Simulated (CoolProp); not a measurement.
Neopentane along the isotherm 276.85 °C: Z from the reference equation and from simpler models built on Tc = 160.6 °C, pc = 3196 kPa, ω = 0.196; each cubic takes its own stable root.

Model: reference Helmholtz-energy equation of state, Lemmon 2006, in CoolProp. It is a short technical equation, of lower accuracy than the large ones.

```json
[
 {"p (kPa)": "615", "phase": "gas", "reference": "0.9702"},
 {"p (kPa)": "1230", "phase": "gas", "reference": "0.9399"},
 {"p (kPa)": "1840", "phase": "gas", "reference": "0.9094"},
 {"p (kPa)": "2460", "phase": "gas", "reference": "0.8780"},
 {"p (kPa)": "3070", "phase": "gas", "reference": "0.8471"},
 {"p (kPa)": "3690", "phase": "supercritical", "reference": "0.8159"},
 {"p (kPa)": "4300", "phase": "supercritical", "reference": "0.7858"},
 {"p (kPa)": "4920", "phase": "supercritical", "reference": "0.7564"},
 {"p (kPa)": "5530", "phase": "supercritical", "reference": "0.7292"},
 {"p (kPa)": "6150", "phase": "supercritical", "reference": "0.7041"},
 {"p (kPa)": "6760", "phase": "supercritical", "reference": "0.6825"},
 {"p (kPa)": "7380", "phase": "supercritical", "reference": "0.6645"},
 {"p (kPa)": "7990", "phase": "supercritical", "reference": "0.6512"}
]
```

How far does each simpler model (van der Waals, Redlich-Kwong, Soave-Redlich-Kwong, Peng-Robinson) lie from the reference over these 13 states: mean and median of the absolute difference, and the worst?


- van der Waals: mean 5.5 %, median 5.6 %, worst -10.7 % at 276.85 °C and 6760 kPa
- Redlich-Kwong: mean 2.1 %, median 2.4 %, worst -3.5 % at 276.85 °C and 6150 kPa
- Soave-Redlich-Kwong: mean 3.1 %, median 2.4 %, worst +7.9 % at 276.85 °C and 7990 kPa
- Peng-Robinson: mean 1.1 %, median 1.1 %, worst +1.8 % at 276.85 °C and 7990 kPa
